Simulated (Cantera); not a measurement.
What does this Cantera script print?

```python
import numpy as np
import cantera as ct

gas_names = """
    C CH CH2 CH3 CH2OH CH3O CH4 CH3OH CO CO2 COOH C2 C2H CHCO,ketyl C2H2,acetylene C2H2,vinylidene
    CH2CO,ketene C2H3,vinyl CH3CO,acetyl C2H4 C2H4O,ethylen CH3CHO,ethanal CH3COOH (HCOOH)2 C2H5 C2H6
    CH3OCH3 C2H5OH C2O C3 C3H3,propargyl C3H4,allene C3H4,propyne C3H4,cyclo- C3H5,allyl C3H6,propylene
    C3H6,cyclo- C3H6O C3H7,n-propyl C3H7,i-propyl C3H8 C3H8O,1propanol C3H8O,2propanol C3O2 C4 C4H2
    C4H4,1,3-cyclo- C4H6,butadiene C4H6,2-butyne C4H6,cyclo- C4H8,1-butene C4H8,cis2-buten
    C4H8,tr2-butene C4H8,isobutene C4H8,cyclo- (CH3COOH)2 C4H9,n-butyl C4H9,i-butyl C4H9,s-butyl
    C4H9,t-butyl C4H10,isobutane C4H10,n-butane C5 C5H6,1,3cyclo- C5H8,cyclo- C5H10,1-pentene
    C5H10,cyclo- C5H11,pentyl C5H11,t-pentyl C5H12,n-pentane C5H12,i-pentane CH3C(CH3)2CH3 C6H2
    C6H5,phenyl C6H5O,phenoxy C6H6 C6H5OH,phenol C6H10,cyclo- C6H12,1-hexene C6H12,cyclo- C6H13,n-hexyl
    C7H7,benzyl C7H8 C7H8O,cresol C7H14,1-heptene C7H15,n-heptyl C7H16,n-heptane C8H8,styrene
    C8H10,ethylbenz C8H16,1-octene C8H17,n-octyl C8H18,isooctane C8H18,n-octane C9H19,n-nonyl
    C10H8,naphthale C10H21,n-decyl C12H9,o-bipheny C12H10,bipheny H HCO HO2 H2 HCHO,formaldehy HCOOH H2O
    H2O2 O OH O2 O3 Pb PbO Pb2
""".split()
cond_names = """
    C(gr) C6H6(L) C7H8(L) C8H18(L),n-octa H2O(s) H2O(L) Pb(cr) Pb(L) PbO(rd) PbO(yw) PbO(L) PbO2(s)
    Pb3O4(s)
""".split()


def load(file, names, dense=False):
    # The tables refer to 1 bar. Condensed volumes are neglected.
    table = {s.name: s for s in ct.Species.list_from_file(file)}
    out = []
    for n in names:
        d = dict(table[n].input_data)
        d["thermo"] = dict(d["thermo"], **{"reference-pressure": 1e5})
        if dense:
            d["equation-of-state"] = {"model": "constant-volume", "density": "1e6 g/cm^3"}
        out.append(ct.Species.from_dict(d))
    return out


gas = ct.Solution(thermo="ideal-gas", species=load("nasa_gas.yaml", gas_names))
cond = {s.name: ct.Solution(thermo="fixed-stoichiometry", species=[s], name=s.name)
        for s in load("nasa_condensed.yaml", cond_names, dense=True)}
atoms = {
    'PbO': {'Pb': 1, 'O': 1},
    'CH4': {'C': 1, 'H': 4},
    'CO': {'C': 1, 'O': 1},
}
top_T = {'C(gr)': 4500, 'Pb3O4(s)': 820}  # K; cautious upper limits of use, not melting points


def equilibrate(T, P, feed):
    n = {}
    for name, mol in feed.items():
        for a, k in atoms[name].items():
            n[a] = n.get(a, 0.0) + k * mol
    gas.TPX = T, P, n
    mass = sum(n.values()) * gas.mean_molecular_weight
    gas.equilibrate("TP")
    valid = [c for c in cond.values() if c.min_temp <= T <= top_T.get(c.name, c.max_temp)]
    mix = ct.Mixture([(gas, mass / gas.mean_molecular_weight)] + [(c, 0.0) for c in valid])
    mix.T, mix.P = T, P
    mix.equilibrate("TP", solver="vcs", rtol=1e-11, max_steps=5000)
    return mix


results = []
feed = {'PbO': 1, 'CH4': 0.77, 'CO': 0.25}  # mol
P = 13332.2  # Pa
for T in [873, 1023, 1173, 1323, 1473, 1623, 1773, 1923, 2073, 2223, 2373, 2523, 2673]:
    mix = equilibrate(T, P, feed)
    results.append((T, P, feed, dict(zip(mix.species_names, mix.species_moles))))
    x = sorted(zip(gas.X, gas.species_names), reverse=True)
    print(f"T = {T:g} K  P = {P:g} Pa  gas = {mix.phase_moles(0):.4g} mol")
    print("   x: " + "  ".join(f"{s} {v:.3e}" for v, s in x if v > 1e-05))
    print("   condensed (mol): " + ("  ".join(f"{mix.phase(i).name} {mix.phase_moles(i):.4g}"
          for i in range(1, mix.n_phases) if mix.phase_moles(i) > 1e-12) or "none"))
```

Output:

```
T = 873 K  P = 13332.2 Pa  gas = 2.33 mol
   x: H2 5.457e-01  CO 2.570e-01  CO2 9.995e-02  H2O 7.954e-02  CH4 1.782e-02
   condensed (mol): C(gr) 0.1467  Pb(L) 1
T = 1023 K  P = 13332.2 Pa  gas = 2.558 mol
   x: H2 5.521e-01  CO 3.569e-01  H2O 4.898e-02  CO2 4.138e-02  CH4 4.476e-04  Pb 2.000e-04
   condensed (mol): Pb(L) 0.9995
T = 1173 K  P = 13332.2 Pa  gas = 2.568 mol
   x: H2 5.412e-01  CO 3.661e-01  H2O 5.848e-02  CO2 3.109e-02  Pb 3.163e-03  CH4 1.218e-05
   condensed (mol): Pb(L) 0.9919
T = 1323 K  P = 13332.2 Pa  gas = 2.629 mol
   x: H2 5.221e-01  CO 3.640e-01  H2O 6.358e-02  Pb 2.637e-02  CO2 2.389e-02
   condensed (mol): Pb(L) 0.9306
T = 1473 K  P = 13332.2 Pa  gas = 2.981 mol
   x: H2 4.566e-01  CO 3.249e-01  Pb 1.412e-01  H2O 5.992e-02  CO2 1.723e-02  Pb2 4.968e-05  H 2.341e-05
   condensed (mol): Pb(L) 0.5786
T = 1623 K  P = 13332.2 Pa  gas = 3.56 mol
   x: H2 3.802e-01  Pb 2.806e-01  CO 2.743e-01  H2O 5.239e-02  CO2 1.219e-02  Pb2 1.232e-04  H 1.167e-04  PbO 3.135e-05
   condensed (mol): none
T = 1773 K  P = 13332.2 Pa  gas = 3.561 mol
   x: H2 3.783e-01  Pb 2.806e-01  CO 2.759e-01  H2O 5.393e-02  CO2 1.059e-02  H 4.792e-04  Pb2 8.332e-05  PbO 7.039e-05
   condensed (mol): none
T = 1923 K  P = 13332.2 Pa  gas = 3.563 mol
   x: H2 3.765e-01  Pb 2.804e-01  CO 2.769e-01  H2O 5.499e-02  CO2 9.412e-03  H 1.583e-03  PbO 1.384e-04  Pb2 5.953e-05  OH 1.990e-05
   condensed (mol): none
T = 2073 K  P = 13332.2 Pa  gas = 3.568 mol
   x: H2 3.738e-01  Pb 2.799e-01  CO 2.774e-01  H2O 5.563e-02  CO2 8.518e-03  H 4.404e-03  PbO 2.454e-04  OH 7.454e-05  Pb2 4.430e-05
   condensed (mol): none
T = 2223 K  P = 13332.2 Pa  gas = 3.579 mol
   x: H2 3.690e-01  Pb 2.789e-01  CO 2.771e-01  H2O 5.580e-02  H 1.066e-02  CO2 7.822e-03  PbO 4.004e-04  OH 2.327e-04  Pb2 3.395e-05
   condensed (mol): none
T = 2373 K  P = 13332.2 Pa  gas = 3.602 mol
   x: H2 3.604e-01  Pb 2.769e-01  CO 2.759e-01  H2O 5.531e-02  H 2.296e-02  CO2 7.264e-03  OH 6.259e-04  PbO 6.103e-04  O 2.684e-05  Pb2 2.653e-05
   condensed (mol): none
T = 2523 K  P = 13332.2 Pa  gas = 3.645 mol
   x: H2 3.456e-01  Pb 2.735e-01  CO 2.731e-01  H2O 5.382e-02  H 4.475e-02  CO2 6.790e-03  OH 1.482e-03  PbO 8.767e-04  O 1.258e-04  Pb2 2.094e-05
   condensed (mol): none
T = 2673 K  P = 13332.2 Pa  gas = 3.716 mol
   x: H2 3.223e-01  CO 2.682e-01  Pb 2.679e-01  H 7.970e-02  H2O 5.069e-02  CO2 6.334e-03  OH 3.125e-03  PbO 1.190e-03  O 4.945e-04  O2 3.148e-05  Pb2 1.654e-05
   condensed (mol): none
```

These are equilibrium values from Cantera (NASA tables, ideal gas, pure condensed phases), not measurements of a reactor. Gases not in the tables: (PbO)n polymers.
